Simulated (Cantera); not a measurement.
An adiabatic, constant-pressure homogeneous reactor starts with CH₄ : H₂ : O₂ : N₂ = 1 : 0.55 : 2.77 : 10.4 (molar parts), equivalence ratio 0.82, at 950 K and 7500 Torr. Integrator tolerance rtol = 1e-08.

Detailed kinetics in Cantera: GRI-Mech 3.0 (53 species, 325 reactions). Below about 1000 K GRI-Mech 3.0 lacks low-temperature oxidation paths.

```json
[
 {"quantity": "time of steepest temperature rise", "before": "49.4 ms", "after": "40.2 ms"},
 {"quantity": "temperature at 0.500 s", "before": "2503 K", "after": "2437 K"},
 {"quantity": "equilibrium temperature", "before": "2503 K", "after": "2437 K"},
 {"quantity": "x(CH₄) at 0.500 s", "before": "<1e-12 (gas-phase equilibrium <1e-12)", "after": "<1e-12 (gas-phase equilibrium <1e-12)"},
 {"quantity": "x(H₂) at 0.500 s", "before": "0.00186 (gas-phase equilibrium 0.00186)", "after": "0.00396 (gas-phase equilibrium 0.00396)"},
 {"quantity": "x(O₂) at 0.500 s", "before": "0.0310 (gas-phase equilibrium 0.0310)", "after": "0.0332 (gas-phase equilibrium 0.0332)"},
 {"quantity": "x(CO₂) at 0.500 s", "before": "0.0645 (gas-phase equilibrium 0.0645)", "after": "0.0599 (gas-phase equilibrium 0.0599)"},
 {"quantity": "x(HO₂) at 0.500 s", "before": "7.95e-6 (gas-phase equilibrium 7.95e-6)", "after": "3.90e-6 (gas-phase equilibrium 3.90e-6)"}
]
```

**Question.** What was changed between the two runs?
(A) H2 0.55 to 0.83 parts
(B) initial temperature 950 to 1625 K
(C) pressure from 7500 Torr to 750 Torr
(D) N2 10.4 to 18 parts

**Answer.** C, pressure from 7500 Torr to 750 Torr
